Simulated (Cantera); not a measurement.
Input: 1 mol Si, 0.018 mol O2, 1.9 mol H2, at 0.340 Pa.

Method: chemical equilibrium by Gibbs-energy minimisation in Cantera with the NASA 1993 tables (ideal gas, pure condensed phases). Candidate condensed phases: H2O, Si, SiO2; 18 gas species. Gases not in the tables: Si2H6 and higher silanes. Equilibrium is a limit: real reactors are often held back by kinetics, nucleation or transport.

x: gas mole fraction; n: condensed amount in mol.

```csv
T (°C),x H2,x Si,x H,x SiO,x Si2,x SiH,n Si(s),n Si(l)
1225,0.969,0.00295,0.00918,0.0185,3.72e-6,1.73e-5,0.958,0
1250,0.964,0.00530,0.0123,0.0184,7.97e-6,2.81e-5,0.954,0
1275,0.956,0.00935,0.0163,0.0183,1.66e-5,4.46e-5,0.945,0
1300,0.944,0.0162,0.0214,0.0181,3.40e-5,6.98e-5,0.931,0
1325,0.927,0.0275,0.0278,0.0178,6.77e-5,0.000107,0.908,0
1350,0.901,0.0460,0.0356,0.0174,0.000132,0.000162,0.868,0
1375,0.862,0.0758,0.0448,0.0168,0.000252,0.000239,0.799,0
1400,0.805,0.123,0.0554,0.0158,0.000473,0.000344,0.680,0
1425,0.724,0.193,0.0667,0.0144,0.000841,0.000472,0,0.473
1450,0.618,…,…,0.0125,…,0.000603,0,…
1475,0.578,0.314,0.0942,0.0119,0.00118,0.000586,0,0
1500,0.560,0.311,…,0.0117,…,…,0,0
1525,0.539,0.308,0.140,0.0116,0.000626,0.000478,0,0
```

**Question.** Complete the blanks.

**Answer.** 
- 1450, x Si: 0.289
- 1450, x H: 0.0778
- 1450, x Si2: 0.00137
- 1450, n Si(l): 0.115
- 1500, x H: 0.115
- 1500, x Si2: 0.000859
- 1500, x SiH: 0.000530
